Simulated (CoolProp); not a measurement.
Aqueous calcium chloride as a coolant, at -13 °C, 1 atm.

The numbers come from the Melinder's fits for secondary coolants in CoolProp.

```json
[
 {"mass %": "17.6", "freezing point (°C)": "-14.5", "density (kg/m³)": "1164", "cp (kJ/(kg K))": "3.123", "Prandtl number": "25.7", "conductivity (W/(m K))": "[?]"},
 {"mass %": "19.5", "freezing point (°C)": "-17.4", "density (kg/m³)": "[?]", "cp (kJ/(kg K))": "3.035", "Prandtl number": "[?]", "conductivity (W/(m K))": "[?]"},
 {"mass %": "21.5", "freezing point (°C)": "-21.0", "density (kg/m³)": "[?]", "cp (kJ/(kg K))": "2.951", "Prandtl number": "28.8", "conductivity (W/(m K))": "[?]"},
 {"mass %": "23.5", "freezing point (°C)": "-25.2", "density (kg/m³)": "1225", "cp (kJ/(kg K))": "[?]", "Prandtl number": "31.1", "conductivity (W/(m K))": "0.523"},
 {"mass %": "25.5", "freezing point (°C)": "-30.5", "density (kg/m³)": "1247", "cp (kJ/(kg K))": "2.811", "Prandtl number": "34.0", "conductivity (W/(m K))": "[?]"}
]
```

Q: Complete the blanks.

A: 
- 17.6, conductivity (W/(m K)): 0.529
- 19.5, density (kg/m³): 1183
- 19.5, Prandtl number: 27.0
- 19.5, conductivity (W/(m K)): 0.527
- 21.5, density (kg/m³): 1203
- 21.5, conductivity (W/(m K)): 0.525
- 23.5, cp (kJ/(kg K)): 2.877
- 25.5, conductivity (W/(m K)): 0.520
